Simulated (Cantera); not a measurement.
Equilibrium for abatement and gas-phase synthesis: CS₂ + SO₂ + H₂

Charge: 1 mol CS₂, 0.16 mol SO₂, 19 mol H₂, at 525 °C and 0.100 bar.

Equilibrium computed with Cantera from the NASA thermochemical tables; the gas is ideal and each condensed phase is pure. Candidate condensed phases: C, C₆H₆, C₇H₈, C₈H₁₈, H₂O, H₂SO₄, S; 123 gas species. Kinetics and transport are ignored.

```yaml
x(H₂): 0.812
x(H₂S): 0.119
x(CH₄): 0.0511
x(H₂O): 0.0134
x(CO): 0.00372
x(CO₂): 0.000262
x(COS): 1.79e-5
gas_amount: 18.15 mol
log10 activity of C(graphite) (absent): -0.25
log10 activity of S(l) (absent): -3.82
log10 activity of H₂SO₄(l) (absent): -33.13
```
